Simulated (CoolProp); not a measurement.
The fluid at 293.15 K and 0.123 MPa is compressed adiabatically to 0.519 MPa with isentropic efficiency 0.85. The same conditions are run with several fluids, on thermodynamics alone (safety and materials aside).

The numbers come from the reference Helmholtz-energy equation of state of each fluid (c-C4F8 (RC318): Platzer 1990; isobutane: Bücker 2006; R134a: Tillner-Roth 1994; R143a: Lemmon and Jacobsen 2000; sulfur hexafluoride: Guder 2009) in CoolProp. The equations of Platzer and Polt are older, rougher fits.

| fluid | work (kJ/kg) | final temperature (K) | final density (kg/m³) |
|---|---|---|---|
| c-C4F8 (RC318) | 19.9 | 323.6 | 44.4 |
| isobutane | 71.2 | 339.8 | 11.8 |
| R134a | 41.6 | 345.7 | 19.7 |
| R143a | 51.3 | 349.7 | 15.8 |
| sulfur hexafluoride | 29.3 | 338.1 | 28.1 |
